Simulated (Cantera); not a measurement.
Silicon oxide and oxynitride deposition: SiH2Cl2 + N2O

A closed system holds: 1 mol SiH2Cl2, 2.6 mol N2O, at 13.3 mbar.

These are equilibrium values from Cantera (NASA tables, ideal gas, pure condensed phases), not measurements of a reactor. Candidate condensed phases: H2O, NH4Cl, Si, SiO2, Si2N2O, Si3N4; 47 gas species. The tables hold silica as quartz up to 1696 K and as liquid above; real silica turns to tridymite and cristobalite and melts near 1996 K. Equilibrium is a limit: real reactors are often held back by kinetics, nucleation or transport.

```csv
T (°C),x N2,x HCl,x Cl,x O2,x H2O,x Cl2,n SiO2(β-quartz),n SiO2(condensed)
1052,0.532,0.372,0.0143,0.0519,0.0186,0.0115,1.00,0
1152,0.529,0.368,0.0252,0.0510,0.0197,0.00716,1.00,0
1252,0.526,0.359,0.0382,0.0489,0.0231,0.00409,1.00,0
1352,0.524,0.346,0.0523,0.0458,0.0283,0.00226,1.00,0
1452,0.521,0.332,0.0671,0.0421,0.0345,0.00126,0,1.000
1552,0.519,0.316,0.0824,0.0379,0.0413,0.000718,0,1.000
1652,0.516,0.299,0.0977,0.0335,0.0480,0.000424,0,1.000
```
x: gas mole fraction; n: condensed amount in mol.

From 1052 °C to 1352 °C the condensed part is SiO2(β-quartz). From 1452 °C to 1652 °C the condensed part is SiO2(condensed).
